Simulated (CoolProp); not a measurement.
Methane at several states: Z from the reference equation and from simpler models built on Tc = -82.6 °C, pc = 4.599 MPa, ω = 0.011; each cubic takes its own stable root.

Computed with CoolProp (reference Helmholtz-energy equation of state, Setzmann 1991).

```csv
T (°C),p (MPa),phase,reference
2.15,0.0206,gas,0.9995
-152.55,2.9,liquid,0.1126
-139.15,6.91,liquid,0.2510
343.55,0.612,gas,1.001
102.65,6.43,supercritical,0.9652
```

**Question.** How far does each simpler model (van der Waals, Redlich-Kwong, Peng-Robinson) lie from the reference over these 5 states: mean and median of the absolute difference, and the worst?

**Answer.** 
- van der Waals: mean 18.0 %, median 2.3 %, worst +44.8 % at -152.55 °C and 2.9 MPa
- Redlich-Kwong: mean 0.2 %, median 0.1 %, worst -0.6 % at -152.55 °C and 2.9 MPa
- Peng-Robinson: mean 4.6 %, median 1.4 %, worst -10.9 % at -152.55 °C and 2.9 MPa
